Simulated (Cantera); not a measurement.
Charge: 1 mol SiC, 0.0071 mol H2O, 240 mol N2, at 0.000110 bar.

These are equilibrium values from Cantera (NASA tables, ideal gas, pure condensed phases), not measurements of a reactor. Candidate condensed phases: C, C6H6, C7H8, C8H18, H2O, Si, SiC, SiO2, Si2N2O, Si3N4; 151 gas species. N2 is the only nitrogen source here; it is nearly inert below about 1500 K, so the nitride shown seldom forms there in practice. Mutual solubility and eutectic melting of coexisting phases are not modelled. The tables' values for SiN are old estimates; treat these amounts as uncertain. Kinetics and transport are ignored.

x: gas mole fraction; n: condensed amount in mol.

```json
[
 {"T (°C)": "925", "x N2": "1.000", "x Si": "4.56e-11", "x SiC2": "<1e-12", "x H": "9.84e-8", "x Si2C": "<1e-12", "x H2": "2.94e-5", "n SiC(s)": "0.995", "n Si2N2O(s)": "0.00186", "n Si3N4(s)": "0.000511", "n C(graphite)": "0"},
 {"T (°C)": "1000", "x N2": "1.000", "x Si": "2.76e-9", "x SiC2": "<1e-12", "x H": "3.68e-7", "x Si2C": "<1e-12", "x H2": "2.93e-5", "n SiC(s)": "0.993", "n Si2N2O(s)": "0", "n Si3N4(s)": "0.00225", "n C(graphite)": "0"},
 {"T (°C)": "1075", "x N2": "1.000", "x Si": "1.05e-7", "x SiC2": "<1e-12", "x H": "1.19e-6", "x Si2C": "4.21e-11", "x H2": "2.89e-5", "n SiC(s)": "0.994", "n Si2N2O(s)": "0", "n Si3N4(s)": "0.00139", "n C(graphite)": "0"},
 {"T (°C)": "1150", "x N2": "1.000", "x Si": "…", "x SiC2": "…", "x H": "…", "x Si2C": "…", "x H2": "2.78e-5", "n SiC(s)": "0.996", "n Si2N2O(s)": "0", "n Si3N4(s)": "0", "n C(graphite)": "0"},
 {"T (°C)": "1225", "x N2": "1.000", "x Si": "1.04e-5", "x SiC2": "7.18e-11", "x H": "8.24e-6", "x Si2C": "1.56e-8", "x H2": "2.53e-5", "n SiC(s)": "0.995", "n Si2N2O(s)": "0", "n Si3N4(s)": "0", "n C(graphite)": "0"},
 {"T (°C)": "1300", "x N2": "1.000", "x Si": "2.63e-5", "x SiC2": "2.75e-9", "x H": "1.74e-5", "x Si2C": "6.91e-8", "x H2": "2.02e-5", "n SiC(s)": "0.993", "n Si2N2O(s)": "0", "n Si3N4(s)": "0", "n C(graphite)": "0"},
 {"T (°C)": "1375", "x N2": "1.000", "x Si": "3.66e-5", "x SiC2": "1.26e-7", "x H": "2.87e-5", "x Si2C": "1.60e-7", "x H2": "1.15e-5", "n SiC(s)": "0.991", "n Si2N2O(s)": "0", "n Si3N4(s)": "0", "n C(graphite)": "0"},
 {"T (°C)": "1450", "x N2": "1.000", "x Si": "0.000149", "x SiC2": "1.36e-6", "x H": "3.93e-5", "x Si2C": "1.03e-6", "x H2": "5.10e-6", "n SiC(s)": "0.963", "n Si2N2O(s)": "0", "n Si3N4(s)": "0", "n C(graphite)": "0.0263"},
 {"T (°C)": "1525", "x N2": "0.999", "x Si": "…", "x SiC2": "…", "x H": "…", "x Si2C": "…", "x H2": "…", "n SiC(s)": "…", "n Si2N2O(s)": "0", "n Si3N4(s)": "0", "n C(graphite)": "…"},
 {"T (°C)": "1600", "x N2": "0.997", "x Si": "0.00266", "x SiC2": "5.84e-5", "x H": "5.03e-5", "x Si2C": "4.10e-5", "x H2": "6.68e-7", "n SiC(s)": "0.323", "n Si2N2O(s)": "0", "n Si3N4(s)": "0", "n C(graphite)": "0.628"},
 {"T (°C)": "1675", "x N2": "0.996", "x Si": "0.00394", "x SiC2": "0.000127", "x H": "5.23e-5", "x Si2C": "3.57e-5", "x H2": "2.36e-7", "n SiC(s)": "0", "n Si2N2O(s)": "0", "n Si3N4(s)": "0", "n C(graphite)": "0.915"}
]
```

Task: What belongs in the gaps?

Result: 
- 1150, x Si: 1.86e-6
- 1150, x SiC2: 2.55e-12
- 1150, x H: 3.34e-6
- 1150, x Si2C: 1.49e-9
- 1525, x Si: 0.000669
- 1525, x SiC2: 9.64e-6
- 1525, x H: 4.65e-5
- 1525, x Si2C: 7.03e-6
- 1525, x H2: 1.92e-6
- 1525, n SiC(s): 0.833
- 1525, n C(graphite): 0.151
